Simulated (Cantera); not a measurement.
Input (Python, Cantera):

```python
import numpy as np
import cantera as ct

gas = ct.Solution("h2o2.yaml")
gas.TPX = 500, 100000, {'H2': 1, 'O2': 0.179, 'N2': 0.571}
flame = ct.FreeFlame(gas, width=0.04)
flame.set_refine_criteria(ratio=3, slope=0.08, curve=0.16)
flame.transport_model = "mixture-averaged"
flame.solve(loglevel=0, auto=True)
z, T = flame.grid, flame.T
thick = (T[-1] - T[0]) / np.gradient(T, z).max()
show = ['H2', 'O2', 'OH', 'H2O2', 'HO2', 'O']
print(f"laminar burning velocity  {flame.velocity[0] * 100:.3f} cm/s")
print(f"burnt temperature         {T[-1]:.1f} K")
print(f"thermal thickness         {thick * 1e3:.4f} mm")
print(f"grid points               {len(z)}")
z0 = z[flame.heat_release_rate.argmax()]
print(f"{'z/mm':>9s}{'T/K':>9s}{'u/(m/s)':>9s}" + "".join(f"{s:>11s}" for s in show))
rows = []
for k in (-3, -2, -1.5, -1, -0.5, -0.25, 0, 0.25, 0.5, 1, 2, 4, 8):
    zz = z0 + k * thick
    rows.append([k * thick, np.interp(zz, z, T), np.interp(zz, z, flame.velocity),
                 *(np.interp(zz, z, flame.X[gas.species_index(s)]) for s in show)])
    print(f"{rows[-1][0] * 1e3:9.3f}{rows[-1][1]:9.1f}{rows[-1][2]:9.3f}" + "".join(f"{x:11.3e}" for x in rows[-1][3:]))
```

It prints:

```
laminar burning velocity  645.477 cm/s
burnt temperature         2059.7 K
thermal thickness         0.4430 mm
grid points               136
     z/mm      T/K  u/(m/s)         H2         O2         OH       H2O2        HO2          O
   -1.329    500.0    6.455  5.714e-01  1.023e-01  4.970e-17  1.622e-15  4.660e-13  2.891e-15
   -0.886    500.0    6.455  5.714e-01  1.023e-01  1.995e-14  4.703e-13  1.306e-10  1.161e-12
   -0.664    500.0    6.455  5.714e-01  1.023e-01  8.687e-13  1.818e-11  4.822e-09  5.039e-11
   -0.443    500.1    6.456  5.714e-01  1.023e-01  1.038e-10  1.852e-09  4.132e-07  4.017e-09
   -0.221    533.1    6.835  5.672e-01  1.023e-01  7.021e-05  7.531e-06  2.724e-04  1.142e-05
   -0.111    780.9    9.745  5.358e-01  9.562e-02  4.784e-04  1.417e-05  1.686e-04  2.076e-04
    0.000   1158.7   14.077  4.551e-01  6.439e-02  1.106e-03  1.374e-06  6.784e-05  1.583e-03
    0.111   1413.0   17.107  3.796e-01  1.943e-02  1.754e-03  4.574e-07  1.922e-05  1.563e-03
    0.221   1522.8   18.391  3.587e-01  3.751e-03  1.657e-03  2.235e-07  3.550e-06  6.030e-04
    0.443   1621.4   19.467  3.609e-01  2.387e-04  1.724e-03  1.493e-07  2.182e-07  2.813e-04
    0.886   1721.8   20.520  3.705e-01  5.583e-05  1.759e-03  1.022e-07  5.863e-08  2.057e-04
    1.772   1818.9   21.517  3.804e-01  3.401e-05  1.612e-03  5.856e-08  3.809e-08  1.314e-04
    3.544   1902.6   22.357  3.891e-01  1.773e-05  1.308e-03  2.911e-08  2.196e-08  6.978e-05
```

Detailed kinetics in Cantera: the H2/O2 subset of GRI-Mech 3.0, which has no nitrogen chemistry. Burning velocities carry a grid error of a few per cent, more on coarse grids.
